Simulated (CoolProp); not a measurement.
Vapour-liquid equilibrium of CH2F2 (R32) (1) + R143a (2) at 1.72 bar; x and y are mole fractions of (1).

Values from CoolProp's multi-fluid Helmholtz-energy mixture model, Tillner-Roth 1997 and Lemmon and Jacobsen 2000; pair parameters Bell 2016.

Q: Give the bubble temperature and the first vapour's composition at x = 0.05, 0.35, 0.5. Is there an azeotrope?

A: x = 0.05: 236.9 K, y = 0.081; x = 0.35: 233.4 K, y = 0.432; x = 0.5: 232.5 K, y = 0.558. y crosses x between x = 0.65 and 0.8: the model has an azeotrope there.

The pair parameters rest on a limited set of measurements; away from them the model extrapolates.
